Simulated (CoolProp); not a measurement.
The fluid at 298.15 K and 0.512 MPa flows at 0.72 m/s in a round tube of 4.6 mm bore and 15 µm roughness, fully developed (64/Re and Nu = 3.66 if laminar; Colebrook and Gnielinski if turbulent). The same conditions are run with several fluids, on thermodynamics alone (safety and materials aside).

Values from CoolProp's reference Helmholtz-energy equation of state of each fluid (propane: Lemmon 2009; dry air: Lemmon 2000; R13: Platzer 1990; ammonia: Gao 2020; C2F6 (R116): Lemmon 2006). The equations of Platzer and Polt are older, rougher fits. Blends and air are pseudo-pure fits.

Task: Rank propane, dry air, R13, ammonia, C2F6 (R116) by Reynolds number, highest first.

Result: C2F6 (R116) (7070), R13 (5210), propane (4050), ammonia (1240), dry air (1070)

```
fluid        Darcy friction factor  pressure drop (Pa/m)  heat-transfer coefficient (W/(m² K))  mass flow (kg/h)
-----------  ---------------------  --------------------  ------------------------------------  ----------------
propane                     0.0430                  24.2                                  60.3             0.430
dry air                     0.0597                  20.2                                  21.0             0.258
R13                         0.0405                  51.7                                  52.3             0.976
ammonia                     0.0518                  10.9                                  20.2             0.160
C2F6 (R116)                 0.0379                  64.4                                  82.9              1.30
```

Transport values come from each fluid's own correlations; those of R13, C2F6 (R116) are estimates that may be off by 10 % or more.
